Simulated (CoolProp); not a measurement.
Methane at 366.28 K and 2.87 MPa is compressed adiabatically to 17.4 MPa with isentropic efficiency 0.7. Each further row changes one setting.

Computed with CoolProp (reference Helmholtz-energy equation of state, Setzmann 1991).

```tsv
case	work (kJ/kg)	final temperature (K)	final density (kg/m³)
as stated	592	582.6	55.3
efficiency 1	414	528.8	61.5
efficiency 0.65	638	596.0	54.0
```
